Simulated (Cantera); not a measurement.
# Transport properties of process gases

Gas mixture: 13.3 % NH3, 3.52 % CH3OH, 46.1 % H2, 37.1 % C2H2, at 4.60 bar, frozen composition.

Cantera's kinetic-theory transport with the Lennard-Jones parameters of GRI-Mech 3.0, ideal gas; thermal conductivity in the mixture-averaged form. Polar gases are described roughly by these parameters. The composition is frozen, though it would react at the higher temperatures.

| T (K) | ρ (kg/m³) | cp (J/kg/K) | μ (µPa s) | λ (mW/m/K) | Pr | D (cm²/s) CH4 | D (cm²/s) NH3 | D (cm²/s) C2H2 |
|---|---|---|---|---|---|---|---|---|
| 400 | 1.93 | 2797 | 14.1 | 92.9 | 0.424 | 0.106 | 0.109 | 0.128 |
| 650 | 1.19 | 3171 | 21.0 | 144 | 0.464 | 0.250 | 0.271 | 0.309 |
| 900 | 0.859 | 3459 | 26.9 | 192 | 0.483 | 0.437 | 0.486 | 0.546 |
| 1150 | 0.672 | 3704 | 32.1 | 241 | 0.495 | 0.663 | 0.746 | 0.831 |
| 1400 | 0.552 | 3909 | 36.9 | 288 | 0.501 | 0.923 | 1.05 | 1.16 |
| 1650 | 0.469 | 4076 | 41.3 | 334 | 0.505 | 1.22 | 1.38 | 1.53 |
| 1900 | 0.407 | 4212 | 45.4 | 378 | 0.506 | 1.54 | 1.76 | 1.94 |
| 2150 | 0.360 | 4322 | 49.4 | 421 | 0.507 | 1.89 | 2.16 | 2.38 |
D: mixture-averaged diffusion coefficient of that species in the mixture.
